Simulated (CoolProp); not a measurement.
R152A along the isobar 15.3 MPa: density (kg/m³) from the reference equation and from simpler models built on Tc = 386.4 K, pc = 4.517 MPa, ω = 0.275; each cubic takes its own stable root.

Values from CoolProp's reference Helmholtz-energy equation of state, Outcalt 1996. It is a modified Benedict-Webb-Rubin equation, recast in Helmholtz form.

```csv
T (K),phase,reference
227.1,liquid,1077
245.1,liquid,1045
263.2,liquid,1011
281.2,liquid,976.8
299.3,liquid,941.1
317.3,liquid,904.0
335.4,liquid,864.6
353.4,liquid,822.8
371.5,liquid,777.5
389.5,supercritical,728.6
407.6,supercritical,674.6
425.6,supercritical,616.1
443.7,supercritical,553.5
461.7,supercritical,491.1
479.8,supercritical,433.4
497.8,supercritical,384.5
```

Q: How far does each simpler model (van der Waals, Redlich-Kwong, Soave-Redlich-Kwong, Peng-Robinson) lie from the reference over these 16 states: mean and median of the absolute difference, and the worst?

A: 
- van der Waals: mean 32.3 %, median 37.0 %, worst -43.4 % at 227.1 K and 15.3 MPa
- Redlich-Kwong: mean 15.5 %, median 18.1 %, worst -18.4 % at 227.1 K and 15.3 MPa
- Soave-Redlich-Kwong: mean 16.9 %, median 16.6 %, worst -19.0 % at 425.6 K and 15.3 MPa
- Peng-Robinson: mean 7.9 %, median 7.0 %, worst -11.8 % at 443.7 K and 15.3 MPa
